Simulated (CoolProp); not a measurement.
Saturation properties of dodecamethylpentasiloxane (MD3M).

Model: reference Helmholtz-energy equation of state, Thol 2019, in CoolProp.

```tsv
T (°C)	p (bar)	liquid density (kg/m³)	vapour Z	surface tension (mN/m)
134.35	0.05540	762.0	0.9870	10.7
152.05	0.1085	743.6	0.9785	9.64
169.75	0.1979	724.5	0.9666	8.60
187.45	0.3394	704.9	0.9506	7.58
205.15	0.5524	684.4	0.9299	6.59
222.85	0.8596	662.9	0.9040	5.63
240.55	1.287	640.1	0.8721	4.70
258.25	1.865	615.6	0.8333	3.81
275.95	2.626	588.7	0.7865	2.96
293.65	3.611	558.4	0.7299	2.16
```

It boils at 229.9 °C under 1 atm.

Surface tension comes from a separate correlation (Mulero 2014), older than this fluid's equation and unchecked against measurements.
